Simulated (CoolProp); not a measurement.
The fluid at 234.74 K and 0.255 MPa flows at 2.4 m/s in a round tube of 100 mm bore and 1.5 µm roughness, fully developed (64/Re and Nu = 3.66 if laminar; Colebrook and Gnielinski if turbulent). The same conditions are run with several fluids, on thermodynamics alone (safety and materials aside).

Model: reference Helmholtz-energy equation of state of each fluid (R142b: Lemmon 2006; ethanol: Schroeder 2014; R143a: Lemmon and Jacobsen 2000; R404A: Lemmon 2003; R152A: Outcalt 1996), in CoolProp. Blends and air are pseudo-pure fits.

```tsv
fluid	Reynolds number	Darcy friction factor	pressure drop (Pa/m)	heat-transfer coefficient (W/(m² K))	mass flow (kg/h)
R142b	612000	0.0129	468	2760	85300
ethanol	42300	0.0217	526	1120	56900
R143a	1370000	0.0114	377	3600	77500
R404A	1040000	0.0119	440	3260	87000
R152A	698000	0.0127	380	3420	70600
```

Transport values come from each fluid's own correlations; those of R142b, R143a, R152A are estimates that may be off by 10 % or more.
